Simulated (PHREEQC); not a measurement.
Dissolve 0.14 mol NaHSO4, 0.00071 mol Na2HPO4 and 0.0013 mol KCl per kg of water at 25 °C. Closed to the air; pH follows from the charge balance.

All values are PHREEQC results (ion-association model, wateq4f.dat), not measurements.

Each row changes one thing in this solution. No solid was allowed to form.

```
case                                       pH  ionic strength (mol/kgw)  Na+ (mol/kgw)  HSO4- (mol/kgw)  SO4-2 (mol/kgw)  NaSO4- (mol/kgw)  SI of Mirabilite (Na2SO4:10H2O)  SI of Halite (NaCl)
---------------------------------------  ----  ------------------------  -------------  ---------------  ---------------  ----------------  -------------------------------  -------------------
as made                                  1.35                     0.240          0.133           0.0819           0.0491           0.00891                            -2.81                -5.64
Na2HPO4 left out                         1.34                     0.239          0.131           0.0824           0.0487           0.00877                            -2.82                -5.64
Na2HPO4 from 0.00071 to 0.00142 mol/kgw  1.35                     0.241          0.134           0.0813           0.0495           0.00906                            -2.80                -5.63
NaHSO4 from 0.14 to 0.21 mol/kgw         1.22                     0.340          0.196            0.131           0.0640            0.0152                            -2.44                -5.49
0.012 mol/kgw Cs2SO4 added               1.38                     0.267          0.132           0.0854           0.0566           0.00982                            -2.78                -5.65
```

H3PO4, which wateq4f.dat lacks, is added to it with the constant of phreeqc.dat.
